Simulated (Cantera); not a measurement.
An isothermal, constant-pressure homogeneous reactor starts with N2O = 1 (molar parts), at 1025 K and 195 Torr.

Computed with Cantera and GRI-Mech 3.0 (53 species, 325 reactions). GRI-Mech 3.0 was tuned for natural gas; its chemistry of N2O as a main component is partial and can be far from experiment. The mechanism lacks the step 2 NO + O2 → 2 NO2, which can matter for NO2 below about 1400 K. The temperature is held fixed by assumption; the heat of reaction is taken as removed at once.

Task: Predict: x(N2O) at 20.0 s; x(NO) at 20.0 s; x(NO2) at 20.0 s; x(N2) at 20.0 s; x(O2) at 20.0 s; x(O) at 20.0 s.

Result: 
- x(N2O) at 20.0 s: 0.910 (gas-phase equilibrium 1.79e-9)
- x(NO) at 20.0 s: 0.00275 (gas-phase equilibrium 4.77e-5)
- x(NO2) at 20.0 s: 1.10e-5 (gas-phase equilibrium 1.39e-6)
- x(N2) at 20.0 s: 0.0586 (gas-phase equilibrium 0.667)
- x(O2) at 20.0 s: 0.0286 (gas-phase equilibrium 0.333)
- x(O) at 20.0 s: 7.11e-8 (gas-phase equilibrium 3.76e-10)
